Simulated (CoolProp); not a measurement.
Hydrogen chloride at 298.15 K and 3.31 MPa is throttled through a valve to 0.886 MPa with no heat exchange. Each further row changes one setting.

Computed with CoolProp (reference Helmholtz-energy equation of state, Thol 2018).

```csv
case,temperature change (K),final density (kg/m³)
as stated,(withheld),(withheld)
outlet pressure 0.266 MPa,(withheld),(withheld)
outlet pressure 1.15 MPa,(withheld),(withheld)
```

Task: What belongs in the gaps?

Result: 
- as stated, temperature change (K): -43.0
- as stated, final density (kg/m³): 16.8
- outlet pressure 0.266 MPa, temperature change (K): -58.4
- outlet pressure 0.266 MPa, final density (kg/m³): 5.03
- outlet pressure 1.15 MPa, temperature change (K): -37.2
- outlet pressure 1.15 MPa, final density (kg/m³): 21.8
